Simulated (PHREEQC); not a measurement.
Make-up at 20 °C: 1.5 mol/kgw LiCl and 1.9 mol/kgw MgSO4. Closed to the air; pH follows from the charge balance.

All values are PHREEQC results (Pitzer model, pitzer.dat), not measurements.

The ionic strength is 9.10 mol/kgw, the activity of water is 0.863 and the density is 1.224 g/cm³. The osmotic coefficient is 1.198.

```json
[
 {"species": "Mg+2", "molality": "1.90", "activity": "2.42", "log γ": "0.105"},
 {"species": "SO4-2", "molality": "1.90", "activity": "0.0100", "log γ": "-2.279"},
 {"species": "Cl-", "molality": "1.50", "activity": "1.03", "log γ": "-0.162"},
 {"species": "Li+", "molality": "1.50", "activity": "3.90", "log γ": "0.415"},
 {"species": "MgOH+", "molality": "2.35e-6", "activity": "1.79e-6", "log γ": "-0.119"},
 {"species": "HSO4-", "molality": "2.03e-6", "activity": "9.68e-7", "log γ": "-0.321"},
 {"species": "H+", "molality": "4.12e-7", "activity": "1.17e-6", "log γ": "0.451"},
 {"species": "OH-", "molality": "8.82e-8", "activity": "5.07e-9", "log γ": "-1.241"}
]
```

No solid was allowed to form. Species that the database lacks are ignored.
